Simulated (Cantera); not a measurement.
An isothermal, constant-pressure homogeneous reactor starts with CH4 : N2 = 1 : 6.6 (molar parts), at 1675 K and 0.0266 atm. Integrator tolerance rtol = 1e-08.

Cantera simulation using GRI-Mech 3.0 (53 species, 325 reactions); the numbers are that mechanism's predictions, not measurements. GRI-Mech 3.0 stops at C3 and has no aromatics, soot or wall deposition, so with more carbon than oxygen in the feed, carbon stays in small species such as C2H2 where larger ones or solid carbon would form. Radical loss at walls, strong at low pressure, is not modelled.

**Question.** What does this change do: temperature 1675 to 1248 K?

**Answer.** 
```csv
quantity,before,after
x(CH4) at 10.0 s,0.000430 (gas-phase equilibrium 4.57e-5),0.131 (gas-phase equilibrium 0.00669)
x(H) at 10.0 s,0.000294 (gas-phase equilibrium 0.000297),6.15e-10 (gas-phase equilibrium 1.16e-6)
x(H2) at 10.0 s,0.174 (gas-phase equilibrium 0.174),7.31e-5 (gas-phase equilibrium 0.165)
x(C2H4) at 10.0 s,1.61e-5 (gas-phase equilibrium 6.11e-6),2.21e-5 (gas-phase equilibrium 0.000714)
x(C2H) at 10.0 s,4.85e-7 (gas-phase equilibrium 1.86e-7),<1e-12 (gas-phase equilibrium 5.51e-11)
```

**Question.** What does this change do: temperature 1675 to 1375 K?

**Answer.** 
```
quantity                                              before                                     after
-----------------  -----------------------------------------  ----------------------------------------
x(CH4) at 10.0 s    0.000430 (gas-phase equilibrium 4.57e-5)     0.120 (gas-phase equilibrium 0.00117)
x(H) at 10.0 s     0.000294 (gas-phase equilibrium 0.000297)   4.80e-7 (gas-phase equilibrium 8.73e-6)
x(H2) at 10.0 s          0.174 (gas-phase equilibrium 0.174)      0.0143 (gas-phase equilibrium 0.173)
x(C2H4) at 10.0 s    1.61e-5 (gas-phase equilibrium 6.11e-6)  0.00104 (gas-phase equilibrium 0.000137)
x(C2H) at 10.0 s     4.85e-7 (gas-phase equilibrium 1.86e-7)  1.09e-10 (gas-phase equilibrium 1.09e-9)
```
